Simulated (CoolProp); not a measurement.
Octamethylcyclotetrasiloxane (D4) at 300 K and 6.75 MPa is throttled through a valve to 1.85 MPa with no heat exchange. Each further row changes one setting.

Values from CoolProp's reference Helmholtz-energy equation of state, Thol 2015.

```
case                       temperature change (K)  final density (kg/m³)
-------------------------  ----------------------  ---------------------
as stated                              (withheld)                    949
outlet pressure 0.555 MPa              (withheld)             (withheld)
outlet pressure 2.41 MPa               (withheld)             (withheld)
```

### Question
Some entries are withheld; supply them.

### Answer

- as stated, temperature change (K): +2.0
- outlet pressure 0.555 MPa, temperature change (K): +2.5
- outlet pressure 0.555 MPa, final density (kg/m³): 947
- outlet pressure 2.41 MPa, temperature change (K): +1.8
- outlet pressure 2.41 MPa, final density (kg/m³): 950
